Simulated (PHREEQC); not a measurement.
A solution holds 0.0056 mol/kgw ZnSO4, 0.0087 mol/kgw H3BO3 and 0.00053 mol/kgw H2SO4, at 25 °C. Closed to the air; pH follows from the charge balance.

All values are PHREEQC results (ion-association model, wateq4f.dat), not measurements.

Q: The ionic strength comes out as 0.0174 mol/kgw. What activity coefficients do HSO4-, SO4-2, Zn+2, H+, Zn(SO4)2-2 get?

A: HSO4- 0.88, SO4-2 0.60, Zn+2 0.61, H+ 0.90, Zn(SO4)2-2 0.59.

No solid was allowed to form. Species that the database lacks are ignored.
